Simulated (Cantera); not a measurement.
An adiabatic, constant-volume homogeneous reactor starts with 4.63 % CH₄, 6.02 % CO, 14.8 % O₂, 55.6 % N₂, 19.0 % CO₂, at 1475 K and 7.30 bar.

Model: GRI-Mech 3.0 (53 species, 325 reactions), integrated in Cantera.

Problem. Predict: time of steepest temperature rise; temperature at 3.00 s; equilibrium temperature; x(CO) at 3.00 s; x(O₂) at 3.00 s; x(CO₂) at 3.00 s; x(NO) at 3.00 s; x(H₂O₂) at 3.00 s.

Solution. 
| Quantity | Value |
|---|---|
| time of steepest temperature rise | 0.400 ms |
| temperature at 3.00 s | 2662 K |
| equilibrium temperature | 2662 K |
| x(CO) at 3.00 s | 0.0328 (gas-phase equilibrium 0.0328) |
| x(O₂) at 3.00 s | 0.0348 (gas-phase equilibrium 0.0348) |
| x(CO₂) at 3.00 s | 0.267 (gas-phase equilibrium 0.267) |
| x(NO) at 3.00 s | 0.0103 (gas-phase equilibrium 0.0103) |
| x(H₂O₂) at 3.00 s | 5.80e-7 (gas-phase equilibrium 5.80e-7) |
